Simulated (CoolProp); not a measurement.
The numbers come from the reference Helmholtz-energy equation of state, Wu 2011 in CoolProp.

### Question
For dimethyl ether, give the phase and the cp (kJ/(kg K)) at 51.75 °C and 63.6 kPa; 51.75 °C and 3890 kPa.

### Answer
- 51.75 °C and 63.6 kPa: gas; cp 1.52
- 51.75 °C and 3890 kPa: liquid; cp 2.56
